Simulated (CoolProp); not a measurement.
The fluid at 233.5 K and 0.204 MPa flows at 0.86 m/s in a round tube of 50 mm bore and 15 µm roughness, fully developed (64/Re and Nu = 3.66 if laminar; Colebrook and Gnielinski if turbulent). The same conditions are run with several fluids, on thermodynamics alone (safety and materials aside).

Computed with CoolProp (reference Helmholtz-energy equation of state of each fluid (R142b: Lemmon 2006; R143a: Lemmon and Jacobsen 2000; R134a: Tillner-Roth 1994; R245fa: Akasaka 2015; n-butane: Bücker 2006)).

Rank R142b, R143a, R134a, R245fa, n-butane by Reynolds number, highest first.

R143a (243000), R134a (131000), R142b (108000), n-butane (87600), R245fa (68300)

```tsv
fluid	Darcy friction factor	pressure drop (Pa/m)	heat-transfer coefficient (W/(m² K))	mass flow (kg/h)
R142b	0.0192	179	1300	7660
R143a	0.0173	147	1810	6960
R134a	0.0187	196	1580	8610
R245fa	0.0207	230	1170	9120
n-butane	0.0199	94.4	1310	3900
```

Transport values come from each fluid's own correlations; those of R142b, R143a, R134a, R245fa are estimates that may be off by 10 % or more.
